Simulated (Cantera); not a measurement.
A perfectly stirred reactor is fed with CH4 : H2 = 1 : 6.1 (molar parts), at 0.0263 atm; it is held at 1650 K, and followed from long to short residence time.

Cantera simulation using GRI-Mech 3.0 (53 species, 325 reactions); the numbers are that mechanism's predictions, not measurements. GRI-Mech 3.0 stops at C3 and has no aromatics, soot or wall deposition, so with more carbon than oxygen in the feed, carbon stays in small species such as C2H2 where larger ones or solid carbon would form. Radical loss at walls, strong at low pressure, is not modelled.

Task: What does this change do: temperature 1650 to 1848 K?

Result: 
```
quantity                  before     after
----------------------  --------  --------
x(CH4) at τ = 14.0 s      0.0181   0.00311
x(H2) at τ = 14.0 s        0.928     0.934
x(C2H6) at τ = 14.0 s    9.90e-7   6.99e-8
x(CH3) at τ = 14.0 s    0.000192  0.000201
x(C2H4) at τ = 14.0 s   0.000119   2.75e-5
x(CH4) at τ = 25.0 ms      0.136    0.0823
x(H2) at τ = 25.0 ms       0.861     0.889
x(C2H6) at τ = 25.0 ms   2.22e-5   2.38e-5
x(CH3) at τ = 25.0 ms   0.000783   0.00305
x(C2H4) at τ = 25.0 ms  0.000462  0.000783
```

Task: What does this change do: pressure from 0.0263 atm to 0.00987 atm?

Result: 
```csv
quantity,before,after
x(CH4) at τ = 14.0 s,0.0181,0.0212
x(H2) at τ = 14.0 s,0.928,0.925
x(C2H6) at τ = 14.0 s,9.90e-7,1.24e-6
x(CH3) at τ = 14.0 s,0.000192,0.000331
x(C2H4) at τ = 14.0 s,0.000119,7.41e-5
x(CH4) at τ = 25.0 ms,0.136,0.140
x(H2) at τ = 25.0 ms,0.861,0.859
x(C2H6) at τ = 25.0 ms,2.22e-5,5.79e-6
x(CH3) at τ = 25.0 ms,0.000783,0.000533
x(C2H4) at τ = 25.0 ms,0.000462,0.000146
```
